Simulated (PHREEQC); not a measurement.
Consider water at 50 °C with 0.0019 mol CdCl2, 0.045 mol HCl and 0.15 mol NaCl per kg of water. Closed to the air; pH follows from the charge balance.

Computed with PHREEQC (ion-association model, phreeqc.dat).

Precipitation was switched off in this run.

Predict the pH, specific conductance.

pH 1.45; specific conductance 48600 µS/cm.

In which forms is Cd present?

CdCl+ 59 %, CdCl2 26 %, Cd+2 10 %, CdCl3- 4.6 % of the Cd.

Away from 25 °C the constants follow the database's enthalpies or fits; those with neither stay at their 25 °C values.
